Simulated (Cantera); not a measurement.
**Metals in furnace atmospheres: Pb + H2O + N2 + NH3**

Charge: 1 mol Pb, 0.059 mol H2O, 240 mol N2, 0.14 mol NH3, equilibrated at 10000 Pa.

Cantera equilibrium calculation (NASA polynomials, part measured and part estimated; ideal gas, pure solids and liquids). Candidate condensed phases: H2O, Pb, PbO, PbO2, Pb3O4; 27 gas species. Kinetics and transport are ignored.

From 625 K to 1075 K the condensed part is Pb(l). From 1225 K to 1825 K nothing is condensed.

```json
[
 {"T (K)": "625", "log p N2": "-1.00", "log p Pb": "-10.63", "log p H2": "-4.06", "log p H2O": "-4.61", "log p H": "<-13", "log p PbO": "<-13", "n Pb(l)": "1.00"},
 {"T (K)": "775", "log p N2": "-1.00", "log p Pb": "-7.60", "log p H2": "-4.06", "log p H2O": "-4.61", "log p H": "<-13", "log p PbO": "<-13", "n Pb(l)": "1.000"},
 {"T (K)": "925", "log p N2": "-1.00", "log p Pb": "-5.57", "log p H2": "-4.06", "log p H2O": "-4.61", "log p H": "-11.61", "log p PbO": "-12.20", "n Pb(l)": "0.994"},
 {"T (K)": "1075", "log p N2": "-1.00", "log p Pb": "-4.12", "log p H2": "-4.06", "log p H2O": "-4.61", "log p H": "-9.86", "log p PbO": "-9.78", "n Pb(l)": "0.817"},
 {"T (K)": "1225", "log p N2": "-1.00", "log p Pb": "-3.38", "log p H2": "-4.06", "log p H2O": "-4.61", "log p H": "-8.54", "log p PbO": "-8.32", "n Pb(l)": "0"},
 {"T (K)": "1375", "log p N2": "-1.00", "log p Pb": "-3.38", "log p H2": "-4.06", "log p H2O": "-4.61", "log p H": "-7.50", "log p PbO": "-7.74", "n Pb(l)": "0"},
 {"T (K)": "1525", "log p N2": "-1.00", "log p Pb": "-3.38", "log p H2": "-4.06", "log p H2O": "-4.61", "log p H": "-6.66", "log p PbO": "-7.28", "n Pb(l)": "0"},
 {"T (K)": "1675", "log p N2": "-1.00", "log p Pb": "-3.38", "log p H2": "-4.06", "log p H2O": "-4.61", "log p H": "-5.97", "log p PbO": "-6.90", "n Pb(l)": "0"},
 {"T (K)": "1825", "log p N2": "-1.00", "log p Pb": "-3.38", "log p H2": "-4.07", "log p H2O": "-4.62", "log p H": "-5.39", "log p PbO": "-6.58", "n Pb(l)": "0"}
]
```
log p: log10 of the partial pressure in bar; n: condensed amount in mol.
